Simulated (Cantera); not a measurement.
A perfectly stirred reactor is fed with 4.50 % CO, 4.18 % H2, 0.585 % CH4, 8.90 % O2, 68.3 % N2, 13.5 % CO2, equivalence ratio 0.62, at 0.330 bar; it is adiabatic with a 650 K inlet, and is followed from long to short residence time, starting on the burning branch (τ in s: 0.34, 0.11, 0.034, 0.011, 0.0033, 0.001, 0.00032, 0.0001, 3.2e-05).

Cantera simulation using GRI-Mech 3.0 (53 species, 325 reactions); the numbers are that mechanism's predictions, not measurements.

x: mole fraction; the columns are a selection and need not sum to one.

| τ (s) | T (K) | x CO | x H2 | x CH4 | x C2H | x C2H4 |
|---|---|---|---|---|---|---|
| 0.34 | 1406 | 0.00152 | 0.000182 | 2.70e-6 | <1e-12 | 3.14e-11 |
| 0.11 | 1391 | 0.00299 | 0.000366 | 5.44e-6 | <1e-12 | 5.24e-11 |
| 0.034 | 1363 | 0.00569 | 0.000724 | 1.16e-5 | <1e-12 | 1.09e-10 |
| 0.011 | 1316 | 0.00992 | 0.00134 | 2.63e-5 | <1e-12 | 3.23e-10 |
| 0.0033 | 1234 | [?] | [?] | [?] | <1e-12 | [?] |
| 0.0010 | 650 | 0.0450 | 0.0418 | 0.00585 | <1e-12 | <1e-12 |
| 0.00032 | 650 | 0.0450 | 0.0418 | 0.00585 | <1e-12 | <1e-12 |
| 0.00010 | 650 | 0.0450 | 0.0418 | 0.00585 | <1e-12 | <1e-12 |
| 3.2e-5 | 650 | 0.0450 | 0.0418 | 0.00585 | <1e-12 | <1e-12 |

**Question.** Fill in the missing entries.

**Answer.** 
- 0.0033, x CO: 0.0173
- 0.0033, x H2: 0.00266
- 0.0033, x CH4: 8.00e-5
- 0.0033, x C2H4: 1.79e-9
